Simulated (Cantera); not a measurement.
What does this Cantera script print?

```python
import numpy as np
import cantera as ct

gas_names = """
    H HO2 H2 H2O H2O2 O OH O2 O3 Si SiH SiH2 SiH3 SiH4 SiO SiO2 Si2 Si3
""".split()
cond_names = """
    H2O(s) H2O(L) Si(cr) Si(L) SiO2(Lqz) SiO2(hqz) SiO2(L)
""".split()


# ... load() reads the species with a 1 bar reference pressure and builds the phases ...
atoms = {
    'Si': {'Si': 1},
    'O2': {'O': 2},
    'H2': {'H': 2},
}
top_T = {}  # K; cautious upper limits of use, not melting points


# ... equilibrate(T, P, feed) seeds the gas with the atoms and calls Mixture.equilibrate('TP', solver="vcs", rtol=1e-11, max_steps=5000) ...
results = []
feed = {'Si': 1, 'O2': 0.0017, 'H2': 30}  # mol
T = 900  # K
P = 1400  # Pa
mix = equilibrate(T, P, feed)
results.append((T, P, feed, dict(zip(mix.species_names, mix.species_moles))))
print(gas.report(threshold=0.0001))
for i in range(1, mix.n_phases):
    print(f"{mix.phase(i).name:16s} {mix.phase_moles(i):12.5e} mol")
```

Output:

```
       temperature   900 K
          pressure   1400 Pa
           density   0.00037717 kg/m^3
  mean mol. weight   2.016 kg/kmol
   phase of matter   gas

                          1 kg             1 kmol
                     ---------------   ---------------
          enthalpy        8.7684e+06        1.7677e+07  J
   internal energy        5.0566e+06        1.0194e+07  J
           entropy             98491        1.9856e+05  J/K
    Gibbs function       -7.9873e+07       -1.6102e+08  J
 heat capacity c_p             14866             29971  J/K
 heat capacity c_v             10742             21656  J/K

                      mass frac. Y      mole frac. X     chem. pot. / RT
                     ---------------   ---------------   ---------------
                H2                 1                 1           -21.519
     [  +17 minor]        7.6324e-08        5.6429e-09

Si(cr)            9.98300e-01 mol
SiO2(hqz)         1.69999e-03 mol
```

Equilibrium computed with Cantera from the NASA thermochemical tables; the gas is ideal and each condensed phase is pure.
